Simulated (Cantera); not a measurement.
## Thermodynamics of carbothermic reduction, feed Fe3O4 + CO

Charge: 1 mol Fe3O4, a varied amount of CO, at 1700 K and 0.0900 Torr.

Cantera equilibrium calculation (NASA polynomials, part measured and part estimated; ideal gas, pure solids and liquids). Candidate condensed phases: C, Fe, Fe(CO)5, FeO, Fe2O3, Fe3O4; 15 gas species. The tables' stoichiometric FeO is somewhat more stable than real wüstite, so its field is too wide. FeO: taken at fixed stoichiometry. Kinetics and transport are ignored.

From 1.1 mol CO to 8.9 mol CO the condensed part is FeO(l). The main Fe-bearing gas is Fe throughout. The share of Fe in condensed phases is highest at 1.1 mol CO (100.0 %) and lowest at 8.9 mol CO (87.7 %).

```
n(CO) (mol)  x CO2    x CO      x Fe      x O2       x O  n FeO(l)
-----------  -----  ------  --------  --------  --------  --------
1.1          0.899  0.0967  0.000775   0.00339  0.000238      3.00
1.3          0.768   0.229   0.00214  0.000442   8.58e-5      3.00
1.6          0.626   0.369   0.00424  0.000113   4.34e-5      2.99
1.9          0.529   0.464   0.00632   5.10e-5   2.91e-5      2.99
2.3          0.440   0.551   0.00902   2.50e-5   2.04e-5      2.98
2.8          0.365   0.623    0.0123   1.35e-5   1.50e-5      2.96
3.4          0.305   0.678    0.0160   7.96e-6   1.15e-5      2.94
4.1          0.259   0.721    0.0200   5.07e-6   9.19e-6      2.92
5            0.220   0.755    0.0247   3.33e-6   7.44e-6      2.87
6            0.191   0.779    0.0294   2.36e-6   6.27e-6      2.82
7.3          0.167   0.799    0.0345   1.71e-6   5.34e-6      2.74
8.9          0.148   0.813    0.0396   1.29e-6   4.64e-6      2.63
```
x: gas mole fraction; n: condensed amount in mol.
